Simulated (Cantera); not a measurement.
Input: 1 mol Fe(CO)₅, 0.014 mol O₂, 0.1 mol H₂, held at 4500 Torr.

Cantera equilibrium calculation (NASA polynomials, part measured and part estimated; ideal gas, pure solids and liquids). Candidate condensed phases: C, C₆H₆, C₇H₈, C₈H₁₈, Fe, Fe(CO)₅, FeO, Fe(OH)₂, Fe(OH)₃, Fe₂O₃, Fe₃O₄, H₂O; 114 gas species. Equilibrium is a limit: real reactors are often held back by kinetics, nucleation or transport. All values below are at 1673 K.

Base state: CO 0.975, H₂ 0.0193, CO₂ 0.00515, H₂O 0.000337 (mole fractions); condensed: Fe(δ).

Question: What changes in the equilibrium state with this change: Fe(CO)₅ replaced by HgO?

Answer: 
```csv
species,before,after
Hg,0,0.639
O₂,<1e-9,0.297
H₂O,0.000337,0.0639
CO,0.975,0
H₂,0.0193,7.22e-7
CO₂,0.00515,0
OH,5.43e-9,0.000168
"Fe(δ), mol",1.000,0
```
Further candidate phases: Hg, HgO.
